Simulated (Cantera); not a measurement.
An isothermal, constant-pressure homogeneous reactor starts with H₂ : O₂ : N₂ = 1.8 : 1 : 2.2 (molar parts), at 873 K and 0.109 atm. Integrator tolerance rtol = 1e-08.

Model: the H2/O2 subset of GRI-Mech 3.0, which has no nitrogen chemistry, integrated in Cantera. Radical loss at walls, strong at low pressure, is not modelled. Below about 950 K walls govern HO2 and H2O2 in real vessels. The temperature is held fixed by assumption; the heat of reaction is taken as removed at once.

Problem. What does this change do: pressure from 0.109 atm to 0.701 atm?

Solution. 
```csv
quantity,before,after
x(H₂) at 10.0 s,0.00685 (gas-phase equilibrium 9.83e-12),0.175 (gas-phase equilibrium 3.87e-12)
x(O₂) at 10.0 s,0.0277 (gas-phase equilibrium 0.0244),0.109 (gas-phase equilibrium 0.0244)
x(H₂O) at 10.0 s,0.431 (gas-phase equilibrium 0.439),0.225 (gas-phase equilibrium 0.439)
x(HO₂) at 10.0 s,8.32e-6 (gas-phase equilibrium 2.18e-11),2.79e-5 (gas-phase equilibrium 3.48e-11)
x(H₂O₂) at 10.0 s,3.42e-5 (gas-phase equilibrium 9.99e-12),0.000827 (gas-phase equilibrium 2.54e-11)
```
